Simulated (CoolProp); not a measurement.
Vapour-liquid equilibrium of diethyl ether (1) + benzene (2) at 1.07 bar; x and y are mole fractions of (1).

The numbers come from the multi-fluid Helmholtz-energy mixture model, Thol 2014 and Thol 2012; pair parameters Bell 2016 in CoolProp.

### Question
Give the bubble temperature and the first vapour's composition at x = 0.2, 0.5, 0.95. Is there an azeotrope?

### Answer
x = 0.2: 339.7 K, y = 0.500; x = 0.5: 324.6 K, y = 0.813; x = 0.95: 310.4 K, y = 0.989. No azeotrope shows between x = 0.05 and 0.95.

Pair parameters are fitted to limited data, so mixtures are less certain than the pure fluids.
